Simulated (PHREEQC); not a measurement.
Consider water at 55 °C with 0.0041 mol Na2CO3, 0.00054 mol Al2(SO4)3 and 0.0037 mol KCl per kg of water. Closed to the air; pH follows from the charge balance.

All values are PHREEQC results (ion-association model, wateq4f.dat), not measurements.

This is a speciation only: nothing precipitates in the calculation.

Question: Estimate the pH, ionic strength.

Answer: pH 7.46; ionic strength 0.0133 mol/kgw.

Question: In which forms is K present?

Answer: K+ 99 %, KSO4- 1.1 % of the K.

Saturation is exceeded, for instance for Al(OH)3(a), Boehmite (slow to form); the values hold only as long as no solid forms. At this temperature some constants are extrapolated from 25 °C, and those without enthalpy data are left unchanged.
